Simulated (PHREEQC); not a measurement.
Consider water at 25 °C with 0.0022 mol/kgw ZnCl2. Closed to the air; pH follows from the charge balance.

Computed with PHREEQC (ion-association model, phreeqc.dat).

Precipitation was switched off in this run.

**Question.** Predict the pH.

**Answer.** pH 5.86.

Complexes and solids missing from the database can't appear.
